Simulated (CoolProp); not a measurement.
A single-stage vapour-compression cycle with R407C: evaporating at 209.15 K (dew point), condensing at 237.15 K (bubble point), superheat 2 K, subcooling 8 K, compressor efficiency 0.7, no pressure losses. Each further row changes one setting.

Model: reference Helmholtz-energy equation of state, Lemmon 2003, in CoolProp. It is a pseudo-pure fit of the blend.

| case | cooling COP | pressure ratio | discharge temperature (K) | refrigerating effect (kJ/kg) | volumetric capacity (kJ/m³) |
|---|---|---|---|---|---|
| as stated | 3.77 | 6.74 | 296.4 | 234 | 250 |
| evaporating temperature 214.15 K | 4.60 | 4.89 | 287.4 | 238 | 342 |
| condensing temperature 232.15 K | 4.47 | 5.36 | 285.8 | 241 | 257 |
| subcooling 13 K | 3.87 | 6.74 | 296.4 | 241 | 257 |
| superheat 12 K | 3.71 | 6.74 | 308.1 | 242 | 245 |
| compressor efficiency 0.6 | 3.23 | 6.74 | 308.6 | 234 | 250 |
